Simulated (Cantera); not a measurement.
Charge: 1 mol C2H2, 0.17 mol NH3, held at 1.73 Torr.

These are equilibrium values from Cantera (NASA tables, ideal gas, pure condensed phases), not measurements of a reactor. Candidate condensed phases: C, C6H6, C7H8, C8H18; 92 gas species. Equilibrium is a limit: real reactors are often held back by kinetics, nucleation or transport.

x: gas mole fraction; n: condensed amount in mol.

| T (K) | x H2 | x N2 | x H | x HCN | n C(graphite) |
|---|---|---|---|---|---|
| 1173 | 0.937 | 0.0634 | ___ | 1.34e-5 | 2.00 |
| 1223 | 0.937 | 0.0634 | ___ | 2.33e-5 | 2.00 |
| 1273 | 0.937 | 0.0634 | ___ | 3.89e-5 | 2.00 |
| 1323 | 0.936 | 0.0634 | ___ | 6.24e-5 | 2.00 |
| 1373 | 0.936 | 0.0634 | ___ | 9.67e-5 | 2.00 |
| 1423 | 0.936 | 0.0634 | ___ | 0.000145 | 2.00 |
| 1473 | 0.936 | 0.0633 | ___ | 0.000212 | 2.00 |
| 1523 | 0.936 | 0.0633 | ___ | 0.000302 | 2.00 |
| 1573 | 0.936 | 0.0632 | ___ | 0.000420 | 2.00 |
| 1623 | 0.935 | 0.0631 | ___ | 0.000572 | 2.00 |
| 1673 | 0.934 | 0.0630 | ___ | 0.000764 | 2.00 |
| 1723 | 0.932 | 0.0628 | ___ | 0.00100 | 2.00 |
| 1773 | 0.930 | 0.0626 | ___ | 0.00130 | 2.00 |
| 1823 | 0.927 | 0.0623 | ___ | 0.00165 | 2.00 |

Task: Fill in the missing entries.

Result: 
- 1173, x H: 2.38e-6
- 1223, x H: 6.07e-6
- 1273, x H: 1.44e-5
- 1323, x H: 3.20e-5
- 1373, x H: 6.72e-5
- 1423, x H: 0.000134
- 1473, x H: 0.000255
- 1523, x H: 0.000466
- 1573, x H: 0.000820
- 1623, x H: 0.00139
- 1673, x H: 0.00229
- 1723, x H: 0.00367
- 1773, x H: 0.00572
- 1823, x H: 0.00870
